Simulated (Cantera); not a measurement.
Input (Python, Cantera) and output of one run.

```python
import numpy as np
import cantera as ct

gas_names = [...]  # 95 gases of nasa_gas.yaml made of C, F, H
cond_names = """
    C(gr) C6H6(L) C7H8(L) C8H18(L),n-octa
""".split()


# ... load() reads the species with a 1 bar reference pressure and builds the phases ...
atoms = {
    'CH3F': {'C': 1, 'H': 3, 'F': 1},
    'CH4': {'C': 1, 'H': 4},
    'H2': {'H': 2},
}
top_T = {'C(gr)': 4500}  # K; cautious upper limits of use, not melting points


# ... equilibrate(T, P, feed) seeds the gas with the atoms and calls Mixture.equilibrate('TP', solver="vcs", rtol=1e-11, max_steps=5000) ...
results = []
feed = {'CH3F': 1, 'CH4': 0.38, 'H2': 0.36}  # mol
P = 1333.22  # Pa
for T in [1798, 1898, 1998, 2098, 2198, 2298, 2398, 2498, 2598, 2698, 2798, 2898]:
    mix = equilibrate(T, P, feed)
    results.append((T, P, feed, dict(zip(mix.species_names, mix.species_moles))))

top = {s: max(r[3][s] / sum(r[3][g] for g in gas_names) for r in results) for s in gas_names}
cols = sorted((s for s in top if top[s] > 1e-05), key=lambda s: -top[s])[:6]
seen = [c for c in cond_names if any(r[3].get(c, 0) > 1e-12 for r in results)]
print("log10 of partial pressures in bar; condensed amounts in mol")
print(f"{'T/K':>10s}" + "".join(f"{s[:9]:>10s}" for s in cols + seen))
for T, P, feed, n in results:
    ng = sum(n[g] for g in gas_names)
    print(f"{T:10.4g}" + "".join(f"{np.log10(max(n[s] / ng * P / 1e5, 1e-99)):10.3f}" for s in cols)
          + "".join(f"{n.get(c, 0):10.4g}" for c in seen))
```

It prints:

```
log10 of partial pressures in bar; condensed amounts in mol
       T/K        H2         H        HF C2H2,acet        C3       C2H     C(gr)
      1798    -2.044    -4.476    -2.370    -5.808   -12.968   -10.300     1.379
      1898    -2.046    -4.130    -2.370    -5.471   -11.709    -9.441     1.378
      1998    -2.049    -3.819    -2.372    -5.170   -10.579    -8.670     1.377
      2098    -2.055    -3.539    -2.374    -4.901    -9.559    -7.975     1.374
      2198    -2.065    -3.287    -2.378    -4.661    -8.635    -7.346      1.37
      2298    -2.081    -3.059    -2.384    -4.450    -7.793    -6.776     1.363
      2398    -2.106    -2.856    -2.393    -4.267    -7.023    -6.258     1.353
      2498    -2.142    -2.675    -2.406    -4.112    -6.317    -5.790     1.339
      2598    -2.194    -2.517    -2.423    -3.988    -5.667    -5.367      1.32
      2698    -2.265    -2.382    -2.445    -3.896    -5.067    -4.988     1.294
      2798    -2.360    -2.270    -2.472    -3.840    -4.511    -4.650     1.247
      2898    -2.483    -2.184    -2.504    -3.823    -3.995    -4.354     1.142
```

These are equilibrium values from Cantera (NASA tables, ideal gas, pure condensed phases), not measurements of a reactor.
